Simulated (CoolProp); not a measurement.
Vapour-liquid equilibrium of toluene (1) + o-xylene (2) at 0.515 MPa; x and y are mole fractions of (1).

Model: multi-fluid Helmholtz-energy mixture model, Lemmon 2006 and Zhou 2012; pair parameters Bell 2016, in CoolProp.

```csv
x,bubble temperature (°C),y at the bubble point,dew temperature at overall composition x (°C),liquid density (mol/L)
0.05,___,0.085,217.1,___
0.2,209.0,0.312,212.6,6.725
0.35,202.4,0.501,207.8,6.892
0.5,196.3,0.655,202.4,7.058
0.65,190.8,0.781,196.5,7.224
0.8,185.8,0.885,189.9,___
0.95,181.2,0.973,182.4,7.562
```

Task: What belongs in the gaps?

Result: 
- 0.05, bubble temperature (°C): 216.1
- 0.05, liquid density (mol/L): 6.559
- 0.8, liquid density (mol/L): 7.392

No azeotrope shows between x = 0.05 and 0.95.

The pair parameters rest on a limited set of measurements; away from them the model extrapolates.
